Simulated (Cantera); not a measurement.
An adiabatic, constant-volume homogeneous reactor starts with 4.19 % CH4, 17.9 % O2, 67.1 % N2, 10.9 % H2O, at 1200 K and 13.0 bar.

Detailed kinetics in Cantera: GRI-Mech 3.0 (53 species, 325 reactions). The pressure lies above the range GRI-Mech 3.0 was tuned for (to about 10 atm).

x: mole fraction; the columns are a selection and need not sum to one.

```tsv
t (s)	T (K)	P (bar)	x CH4	x O2	x H2O	x C2H6	x CO2	x CH3
2.00e-6	1200	13.0	0.0419	0.179	0.109	<1e-12	<1e-12	9.25e-9
5.35e-6	1200	13.0	0.0419	0.179	0.109	1.34e-12	<1e-12	2.51e-8
1.43e-5	1200	13.0	0.0419	0.179	0.109	2.75e-11	<1e-12	7.01e-8
3.82e-5	1200	13.0	0.0419	0.179	0.109	6.33e-10	1.03e-12	2.13e-7
0.000102	1200	13.0	0.0419	0.179	0.109	(withheld)	3.39e-11	(withheld)
0.000273	1200	13.0	0.0419	0.179	0.109	8.12e-7	1.45e-9	2.92e-6
0.000731	1201	13.0	0.0418	0.178	0.109	1.18e-5	2.58e-8	5.42e-6
0.00196	1207	13.1	0.0411	0.178	0.110	(withheld)	(withheld)	(withheld)
0.00523	2265	24.6	<1e-12	0.0935	0.191	<1e-12	0.0416	<1e-12
0.0140	2259	24.5	<1e-12	0.0924	0.191	<1e-12	0.0416	<1e-12
0.0374	2250	24.4	<1e-12	0.0907	0.191	<1e-12	0.0416	<1e-12
0.100	2246	24.4	<1e-12	0.0898	0.191	<1e-12	0.0416	<1e-12
```

### Question
Fill in the missing entries.

### Answer

- 0.000102, x C2H6: 2.02e-8
- 0.000102, x CH3: 7.82e-7
- 0.00196, x C2H6: 0.000119
- 0.00196, x CO2: 1.00e-6
- 0.00196, x CH3: 1.33e-5
